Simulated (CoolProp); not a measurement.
Saturation properties of n-nonane (Tc = 594.5 K, pc = 2.282 MPa, ω = 0.443).

Computed with CoolProp (reference Helmholtz-energy equation of state, Lemmon 2006). It is a short technical equation, of lower accuracy than the large ones.

| T (K) | p (MPa) | liquid density (kg/m³) | enthalpy of vaporisation (kJ/kg) | liquid cp (kJ/(kg K)) | liquid viscosity (µPa s) | vapour viscosity (µPa s) |
|---|---|---|---|---|---|---|
| 458.6 | 0.2338 | 575.4 | … | 2.896 | 162 | 8.15 |
| 462.4 | 0.2540 | 571.5 | 261.2 | 2.914 | 157 | 8.21 |
| 466.2 | 0.2754 | 567.6 | 258.2 | 2.933 | 153 | 8.28 |
| 470 | 0.2983 | 563.6 | 255.2 | 2.952 | 149 | 8.35 |
| 473.8 | 0.3225 | 559.5 | 252.1 | 2.972 | 145 | 8.42 |
| 477.6 | 0.3482 | 555.4 | 249.0 | 2.992 | 141 | 8.49 |
| 481.5 | 0.3762 | 551.1 | 245.7 | 3.012 | 137 | 8.56 |
| 485.3 | 0.4051 | 546.8 | … | 3.033 | 133 | 8.64 |
| 489.1 | 0.4357 | … | 239.1 | 3.053 | 129 | 8.71 |

Q: Complete the blanks.

A: 
- 458.6, enthalpy of vaporisation (kJ/kg): 264.1
- 485.3, enthalpy of vaporisation (kJ/kg): 242.4
- 489.1, liquid density (kg/m³): 542.4

It boils at 423.9 K under 1 atm.

Viscosity comes from a separate model (Huber 2004).
